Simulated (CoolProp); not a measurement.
Vapour-liquid equilibrium of ethane (1) + n-butane (2) at -49.85 °C; x and y are mole fractions of (1).

The numbers come from the multi-fluid Helmholtz-energy mixture model, Bücker 2006 and Bücker 2006; pair parameters Kunz 2012 in CoolProp.

Task: Give the bubble pressure and the first vapour's composition at x = 0.65, 0.85, 0.95. Is there an azeotrope?

Result: x = 0.65: 358.7 kPa, y = 0.988; x = 0.85: 467.4 kPa, y = 0.996; x = 0.95: 524.6 kPa, y = 0.999. No azeotrope shows between x = 0.05 and 0.95.

The pair parameters rest on a limited set of measurements; away from them the model extrapolates.
